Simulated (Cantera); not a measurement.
# Pyrogenic steam for wet oxidation

An isothermal, constant-pressure homogeneous reactor starts with H₂ : O₂ : N₂ = 0.98 : 1 : 12 (molar parts), at 900 K and 100.0 Torr.

Cantera simulation using GRI-Mech 3.0 (53 species, 325 reactions); the numbers are that mechanism's predictions, not measurements. Radical loss at walls, strong at low pressure, is not modelled. Below about 950 K walls govern HO2 and H2O2 in real vessels. The temperature is held fixed by assumption; the heat of reaction is taken as removed at once.

```tsv
t (s)	x H₂	x O₂	x NO₂	x H₂O	x H	x OH
8.00e-5	0.0701	0.0715	<1e-12	<1e-12	1.82e-12	<1e-12
0.000229	0.0701	0.0715	<1e-12	2.32e-12	6.06e-12	<1e-12
0.000656	0.0701	0.0715	<1e-12	3.54e-11	3.48e-11	1.36e-12
0.00188	0.0701	0.0715	<1e-12	2.06e-9	1.31e-9	5.25e-11
0.00538	0.0700	0.0715	<1e-12	5.70e-5	3.15e-5	1.62e-6
0.0154	0.00190	0.0387	3.01e-10	0.0706	0.000134	7.95e-5
0.0442	0.000551	0.0381	3.82e-9	0.0721	5.49e-6	1.36e-5
0.126	0.000196	0.0379	1.47e-8	0.0724	6.96e-7	5.05e-6
0.362	6.06e-5	0.0378	3.96e-8	0.0726	8.94e-8	2.15e-6
1.04	1.30e-5	0.0378	6.95e-8	0.0726	9.48e-9	1.08e-6
2.97	1.30e-6	0.0378	7.13e-8	0.0726	5.10e-10	5.73e-7
8.51	5.15e-8	0.0378	3.95e-8	0.0726	1.16e-11	2.63e-7
24.4	9.80e-10	0.0378	1.46e-8	0.0726	<1e-12	1.25e-7
69.8	6.89e-11	0.0378	4.51e-9	0.0726	<1e-12	6.87e-8
200	2.35e-11	0.0378	1.61e-9	0.0726	<1e-12	4.22e-8
```
x: mole fraction; the columns are a selection and need not sum to one.

Equilibrium at this temperature and pressure: H₂ 3.29e-12, O₂ 0.0378, NO₂ 7.54e-8, H₂O 0.0726, H <1e-12, OH 1.21e-8 (gas phase only).
